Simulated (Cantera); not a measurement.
Input: 1 mol Cu₂O, a varied amount of CH₄, 0.01 mol CO, at 2575 K and 0.00133 bar.

Method: chemical equilibrium by Gibbs-energy minimisation in Cantera with the NASA 1993 tables (ideal gas, pure condensed phases). Candidate condensed phases: C, C₆H₆, C₇H₈, C₈H₁₈, Cu, CuO, Cu(OH)₂, Cu₂O, H₂O; 113 gas species. Kinetics and transport are ignored.

x: gas mole fraction; n: condensed amount in mol.

```
n(CH₄) (mol)         x H        x Cu        x H₂        x CO         x O     x H₂O      x OH  n C(graphite)
------------  ----------  ----------  ----------  ----------  ----------  --------  --------  -------------
0.52               0.256       0.454      0.0730       0.114      0.0452    0.0251    0.0198              0
0.92               0.349       0.343       0.135       0.159     0.00483   0.00496   0.00288              0
1.3           (withheld)  (withheld)  (withheld)  (withheld)  (withheld)  6.72e-10  3.46e-10     (withheld)
1.7                0.425  (withheld)  (withheld)  (withheld)  (withheld)  6.73e-10  3.21e-10     (withheld)
2.1                0.448       0.215       0.223       0.108    3.87e-10  6.55e-10  2.96e-10          0.990
2.5                0.466       0.191       0.241      0.0965    3.44e-10  6.29e-10  2.74e-10           1.37
3                  0.482       0.168       0.259      0.0848    3.02e-10  5.94e-10  2.50e-10           1.85
```

Q: Some entries are withheld; supply them.

A: 
- 1.7, x Cu: 0.245
- 1.7, x H₂: 0.201
- 1.7, x CO: 0.124
- 1.7, x O: 4.41e-10
- 1.7, n C(graphite): 0.610
- 1.3, x H: 0.393
- 1.3, x Cu: 0.286
- 1.3, x H₂: 0.172
- 1.3, x CO: 0.144
- 1.3, x O: 5.14e-10
- 1.3, n C(graphite): 0.229
